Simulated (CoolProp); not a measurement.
Saturation properties of R141b (Tc = 477.5 K, pc = 42.12 bar, ω = 0.220).

Model: reference Helmholtz-energy equation of state, Lemmon 2006, in CoolProp. It is a short technical equation, of lower accuracy than the large ones.

```
T (K)  p (bar)  vapour density (kg/m³)
-----  -------  ----------------------
335.7    2.647                       …
345.9    3.497                       …
356.1        …                   20.06
366.3    5.795                   25.45
376.5    7.294                   31.94
386.7    9.061                   39.73
396.9    11.13                   49.08
407          …                       …
417.2    16.23                   73.72
```

Problem. Complete the blanks.

Solution. 
- 335.7, vapour density (kg/m³): 11.98
- 345.9, vapour density (kg/m³): 15.62
- 356.1, p (bar): 4.538
- 407, p (bar): 13.49
- 407, vapour density (kg/m³): 60.18

It boils at 305.2 K under 1 atm.
